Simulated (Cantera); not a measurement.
## Ignition delay

Mixture: 8.98 % CH4, 19.1 % O2, 71.9 % N2, at 1430 Torr, adiabatic and at constant pressure. Ignition delay is the time to a rise of 400 K.

Computed with Cantera and GRI-Mech 3.0 (53 species, 325 reactions).

```csv
T0 (K),delay (ms)
1000,533
1075,157
1150,50.9
1225,17.8
1300,6.73
1375,2.72
1450,1.18
```

```
Property                                                Result
--------------------------------------------------  ----------
apparent activation energy between 1300 and 1450 K  180 kJ/mol
```
